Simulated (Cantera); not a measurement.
Input: 1 mol PbO, 2.3 mol CO, 0.64 mol H₂, equilibrated at 98000 Pa.

Equilibrium computed with Cantera from the NASA thermochemical tables; the gas is ideal and each condensed phase is pure. Candidate condensed phases: C, C₆H₆, C₇H₈, C₈H₁₈, H₂O, Pb, PbO, PbO₂, Pb₃O₄; 113 gas species. The numbers say what is thermodynamically allowed, not how fast it happens. All values below are at 725 °C.

Base state: CO 0.501, CO₂ 0.282, H₂ 0.155, H₂O 0.0604, CH₄ 0.00119, Pb 1.58e-5 (mole fractions); condensed: Pb(l).

Q: What changes in the equilibrium state with this change: pressure from 98000 Pa to 13300 Pa?

A: 
```csv
species,before,after
CO,0.501,0.503
CO₂,0.282,0.280
H₂,0.155,0.157
H₂O,0.0604,0.0604
Pb,1.58e-5,0.000116
CH₄,0.00119,2.29e-5
"Pb(l), mol",1.000,1.000
```
